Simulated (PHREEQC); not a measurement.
A solution holds 0.011 mol FeSO4, 0.03 mol CuCl2, 0.0085 mol NaH2PO4 and 0.0015 mol Na2SO4 per kg of water, at 83 °C. Closed to the air; pH follows from the charge balance.

All values are PHREEQC results (ion-association model, wateq4f.dat), not measurements.

Precipitation was switched off in this run.

Task: Order these Fe species by the share of Fe that they hold, largest first: FeHPO4, FeSO4, FeH2PO4+, FeCl+, Fe+2.

Result: Fe+2 (46 %), FeH2PO4+ (37 %), FeSO4 (16 %), FeCl+ (1.1 %), FeHPO4 (0.24 %)

The pH is 4.12 and the ionic strength 0.0972 mol/kgw. The solution is supersaturated, for example in Atacamite, Tenorite (slow to form), so a real one may precipitate; this is no full list. H3PO4, which wateq4f.dat lacks, is added to it with the constant of phreeqc.dat. At this temperature some constants are extrapolated from 25 °C, and those without enthalpy data are left unchanged. The database has no phosphate complexes of Cu.
